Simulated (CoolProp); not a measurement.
Dimethyl carbonate at 293.15 K and 1.82 MPa is throttled through a valve to 1.03 MPa with no heat exchange. Each further row changes one setting.

Values from CoolProp's reference Helmholtz-energy equation of state, Zhou 2011.

```csv
case,temperature change (K)
as stated,+0.3
outlet pressure 0.309 MPa,+0.5
outlet pressure 1.34 MPa,+0.2
```
